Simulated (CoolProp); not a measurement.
Vapour pressure (bar) of R125: the reference equation beside estimates from Tc = 339.2 K, pc = 36.18 bar, ω = 0.305.

The numbers come from the reference Helmholtz-energy equation of state, Lemmon 2005 in CoolProp.

```json
[
 {"T (K)": "265.8", "reference": "5.279", "Lee-Kesler": "5.302", "Peng-Robinson": "5.254"},
 {"T (K)": "271.7", "reference": "…", "Lee-Kesler": "6.430", "Peng-Robinson": "6.377"},
 {"T (K)": "277.5", "reference": "7.675", "Lee-Kesler": "7.703", "Peng-Robinson": "7.650"},
 {"T (K)": "283.4", "reference": "…", "Lee-Kesler": "…", "Peng-Robinson": "…"},
 {"T (K)": "289.2", "reference": "10.81", "Lee-Kesler": "…", "Peng-Robinson": "10.79"},
 {"T (K)": "295.1", "reference": "12.71", "Lee-Kesler": "12.72", "Peng-Robinson": "12.71"},
 {"T (K)": "301", "reference": "14.84", "Lee-Kesler": "14.85", "Peng-Robinson": "14.86"},
 {"T (K)": "306.8", "reference": "17.20", "Lee-Kesler": "17.20", "Peng-Robinson": "17.24"},
 {"T (K)": "312.7", "reference": "19.87", "Lee-Kesler": "19.87", "Peng-Robinson": "19.94"}
]
```

Task: Some entries are withheld; supply them.

Result: 
- 271.7, reference: 6.403
- 283.4, reference: 9.154
- 283.4, Lee-Kesler: 9.182
- 283.4, Peng-Robinson: 9.134
- 289.2, Lee-Kesler: 10.83

Absolute difference from the reference over all 9 rows, mean and median: Lee-Kesler 0.2 and 0.2 %, Peng-Robinson 0.3 and 0.2 %.
